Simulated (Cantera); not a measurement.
A perfectly stirred reactor is fed with CH4 : O2 : N2 = 1 : 2.6 : 9.77 (molar parts), equivalence ratio 0.77, at 220000 Pa; it is adiabatic with a 400 K inlet, and is followed from long to short residence time, starting on the burning branch (τ in s: 0.28, 0.068, 0.017, 0.004, 0.00099, 0.00024, 5.8e-05, 1.4e-05, 3.5e-06).

Model: GRI-Mech 3.0 (53 species, 325 reactions), integrated in Cantera.

### Question
What does this change do: O2 2.6 to 3.9 parts?

### Answer
```tsv
quantity	before	after
blow-out, bracketed by the residence times tried	burning at 0.240 ms, out at 58.0 µs	burning at 0.240 ms, out at 58.0 µs
x(CH4) at τ = 0.280 s	1.45e-6	2.07e-6
x(O2) at τ = 0.280 s	0.0444	0.129
x(H2O) at τ = 0.280 s	0.148	0.136
x(C2H) at τ = 0.280 s	<1e-12	<1e-12
x(O) at τ = 0.280 s	0.000130	8.74e-5
x(CH4) at τ = 0.990 ms	0.000105	0.000138
x(O2) at τ = 0.990 ms	0.0473	0.130
x(H2O) at τ = 0.990 ms	0.144	0.133
x(C2H) at τ = 0.990 ms	1.40e-10	3.11e-11
x(O) at τ = 0.990 ms	0.00125	0.00106
```
